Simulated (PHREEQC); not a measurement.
# Arsenic or selenium liquor: speciation

Make-up at 23 °C: 1.8 mmol/kgw H2SeO4 and 16 mmol/kgw CaCl2. Closed to the air; pH follows from the charge balance.

Computed with PHREEQC (ion-association model, wateq4f.dat).

Each row changes one thing in this solution. No solid was allowed to form.

```json
[
 {"case": "as made", "pH": "2.53", "SI of Portlandite (Ca(OH)2)": "-20.03"},
 {"case": "CaCl2 from 0.016 to 0.032 mol/kgw", "pH": "2.54", "SI of Portlandite (Ca(OH)2)": "-19.78"},
 {"case": "H2SeO4 replaced by Na2SeO4 at the same molality", "pH": "7.00", "SI of Portlandite (Ca(OH)2)": "-11.08"},
 {"case": "CaCl2 from 0.016 to 0.0032 mol/kgw", "pH": "2.51", "SI of Portlandite (Ca(OH)2)": "-20.64"},
 {"case": "diluted 10-fold with water", "pH": "3.48", "SI of Portlandite (Ca(OH)2)": "-18.93"},
 {"case": "0.00033 mol/kgw KCl added", "pH": "2.53", "SI of Portlandite (Ca(OH)2)": "-20.03"},
 {"case": "diluted 100-fold with water", "pH": "4.46", "SI of Portlandite (Ca(OH)2)": "-17.88"},
 {"case": "H2SeO4 left out", "pH": "6.99", "SI of Portlandite (Ca(OH)2)": "-11.08"},
 {"case": "0.0086 mol/kgw HCl added", "pH": "2.00", "SI of Portlandite (Ca(OH)2)": "-21.10"}
]
```

Species that the database lacks are ignored.
